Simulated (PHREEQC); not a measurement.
0.34 g of hydrous ferric oxide (600 m²/g; 0.2 weak and 0.005 strong sites per Fe, Dzombak-Morel constants, diffuse double layer) in 1 kg of water with 0.1 mol/kgw of an inert sodium salt and 0.0014 mol/kgw H3BO3 and 1.1e-06 mol/kgw Na2SO4, at 25 °C; the pH is set by adding NaOH or the inert anion's acid. Oxygen alone is held at its pressure in air (log pO2 = -0.68). The system is closed to CO2. Nothing may precipitate in this run.

Base run: PHREEQC, ion-association model, wateq4f.dat. Each further column changes one thing. The table gives surface charge σ (C/m²).

| pH | base | background salt from 0.1 to 0.01 mol/kgw | oxide from 0.34 to 1.7 g/kgw |
|---|---|---|---|
| 4 | 0.320 | 0.216 | 0.321 |
| 4.5 | 0.272 | 0.160 | 0.273 |
| 5.5 | 0.158 | 0.076 | 0.159 |
| 6 | 0.111 | [?] | 0.111 |
| 7 | 0.045 | 0.017 | 0.045 |
| 7.5 | 0.022 | [?] | 0.022 |
| 8.5 | -0.014 | [?] | -0.014 |
| 9 | -0.034 | -0.013 | -0.034 |
| 10 | -0.094 | -0.042 | -0.094 |
| 10.5 | -0.137 | [?] | -0.138 |
| 11.5 | -0.250 | [?] | -0.251 |
| 12 | -0.307 | -0.232 | -0.307 |

Task: Some entries are withheld; supply them.

Result: 
- 6, background salt from 0.1 to 0.01 mol/kgw: 0.049
- 7.5, background salt from 0.1 to 0.01 mol/kgw: 0.008
- 8.5, background salt from 0.1 to 0.01 mol/kgw: -0.005
- 10.5, background salt from 0.1 to 0.01 mol/kgw: -0.067
- 11.5, background salt from 0.1 to 0.01 mol/kgw: -0.156
